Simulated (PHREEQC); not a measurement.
Make-up at 25 °C: 0.064 mol H2SO4, 0.0034 mol CuSO4 and 4e-05 mol MnSO4 per kg of water. Closed to the air; pH follows from the charge balance.

Equilibrium calculation in PHREEQC: ion-association model, wateq4f.dat.

This is a speciation only: nothing precipitates in the calculation.

Q: What pH does the model give?

A: pH 1.19.

Q: In which forms is S present?

A: HSO4- 74 %, SO4-2 25 %, CuSO4 1.7 % of the S.
